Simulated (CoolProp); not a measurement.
Saturated liquid density (kg/m³) of ethane: the reference equation beside estimates from Tc = 305.3 K, pc = 4872 kPa, ω = 0.099. Rackett uses Z = 0.29056 − 0.08775 ω.

Computed with CoolProp (reference Helmholtz-energy equation of state, Bücker 2006).

```json
[
 {"T (K)": "174.8", "reference": "555.9", "Rackett": "552.8", "van der Waals": "362.3", "Soave-Redlich-Kwong": "536.1"},
 {"T (K)": "176.9", "reference": "553.3", "Rackett": "550.3", "van der Waals": "360.7", "Soave-Redlich-Kwong": "533.5"},
 {"T (K)": "179", "reference": "550.7", "Rackett": "547.7", "van der Waals": "359.0", "Soave-Redlich-Kwong": "530.9"},
 {"T (K)": "181.1", "reference": "548.1", "Rackett": "545.2", "van der Waals": "357.4", "Soave-Redlich-Kwong": "528.3"},
 {"T (K)": "183.2", "reference": "545.5", "Rackett": "542.6", "van der Waals": "355.7", "Soave-Redlich-Kwong": "525.6"},
 {"T (K)": "185.3", "reference": "542.9", "Rackett": "540.0", "van der Waals": "354.1", "Soave-Redlich-Kwong": "522.9"},
 {"T (K)": "187.4", "reference": "540.3", "Rackett": "537.4", "van der Waals": "352.4", "Soave-Redlich-Kwong": "520.1"},
 {"T (K)": "189.5", "reference": "537.6", "Rackett": "534.7", "van der Waals": "350.6", "Soave-Redlich-Kwong": "517.3"},
 {"T (K)": "191.6", "reference": "534.9", "Rackett": "532.0", "van der Waals": "348.9", "Soave-Redlich-Kwong": "514.5"},
 {"T (K)": "193.7", "reference": "532.2", "Rackett": "529.3", "van der Waals": "347.2", "Soave-Redlich-Kwong": "511.6"},
 {"T (K)": "195.8", "reference": "529.5", "Rackett": "526.6", "van der Waals": "345.4", "Soave-Redlich-Kwong": "508.7"},
 {"T (K)": "197.9", "reference": "526.7", "Rackett": "523.9", "van der Waals": "343.6", "Soave-Redlich-Kwong": "505.8"},
 {"T (K)": "200", "reference": "524.0", "Rackett": "521.1", "van der Waals": "341.8", "Soave-Redlich-Kwong": "502.8"},
 {"T (K)": "202.1", "reference": "521.2", "Rackett": "518.3", "van der Waals": "340.0", "Soave-Redlich-Kwong": "499.7"}
]
```

Absolute difference from the reference over all 14 rows, mean and median: Rackett 0.5 and 0.5 %, van der Waals 34.8 and 34.8 %, Soave-Redlich-Kwong 3.8 and 3.8 %.
